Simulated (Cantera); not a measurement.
Cantera run:

```python
import numpy as np
import cantera as ct

gas_names = """
    CL CL2 H HCL H2 Si SiCL SiCL2 SiCL3 SiCL4 SiH SiHCL3 SiH2 SiH2CL2 SiH3 SiH3CL SiH4 Si2 Si3
""".split()
cond_names = """
    Si(cr) Si(L)
""".split()


# ... load() reads the species with a 1 bar reference pressure and builds the phases ...
atoms = {
    'Si2Cl6': {'Si': 2, 'CL': 6},
    'H2': {'H': 2},
}
top_T = {}  # K; cautious upper limits of use, not melting points


# ... equilibrate(T, P, feed) seeds the gas with the atoms and calls Mixture.equilibrate('TP', solver="vcs", rtol=1e-11, max_steps=5000) ...
results = []
feed = {'Si2Cl6': 1, 'H2': 66}  # mol
P = 10000  # Pa
for T in [1325, 1375, 1425, 1475, 1525, 1575, 1625]:
    mix = equilibrate(T, P, feed)
    results.append((T, P, feed, dict(zip(mix.species_names, mix.species_moles))))

top = {s: max(r[3][s] / sum(r[3][g] for g in gas_names) for r in results) for s in gas_names}
cols = sorted((s for s in top if top[s] > 0.0001), key=lambda s: -top[s])[:8]
seen = [c for c in cond_names if any(r[3].get(c, 0) > 1e-12 for r in results)]
print("log10 of partial pressures in bar; condensed amounts in mol")
print(f"{'T/K':>10s}" + "".join(f"{s[:9]:>10s}" for s in cols + seen))
for T, P, feed, n in results:
    ng = sum(n[g] for g in gas_names)
    print(f"{T:10.4g}" + "".join(f"{np.log10(max(n[s] / ng * P / 1e5, 1e-99)):10.3f}" for s in cols)
          + "".join(f"{n.get(c, 0):10.4g}" for c in seen))
```

It prints:

```
log10 of partial pressures in bar; condensed amounts in mol
       T/K        H2       HCL     SiCL2     SiCL3     SiCL4    SiHCL3         H   SiH2CL2    Si(cr)
      1325    -1.031    -2.255    -3.041    -3.827    -3.879    -3.946    -6.302    -4.856     1.093
      1375    -1.032    -2.236    -2.981    -3.923    -4.202    -4.193    -5.981    -5.013     1.104
      1425    -1.033    -2.228    -2.944    -4.038    -4.537    -4.448    -5.682    -5.176     1.103
      1475    -1.033    -2.225    -2.919    -4.160    -4.869    -4.701    -5.403    -5.337     1.094
      1525    -1.033    -2.224    -2.901    -4.281    -5.189    -4.944    -5.143    -5.492     1.083
      1575    -1.033    -2.226    -2.888    -4.400    -5.494    -5.176    -4.898    -5.641      1.07
      1625    -1.033    -2.227    -2.877    -4.513    -5.783    -5.396    -4.668    -5.781     1.057
```

Method: chemical equilibrium by Gibbs-energy minimisation in Cantera with the NASA 1993 tables (ideal gas, pure condensed phases). The feed counts by its element totals alone. The tables' values for SiCl3 are old estimates; treat these amounts as uncertain.
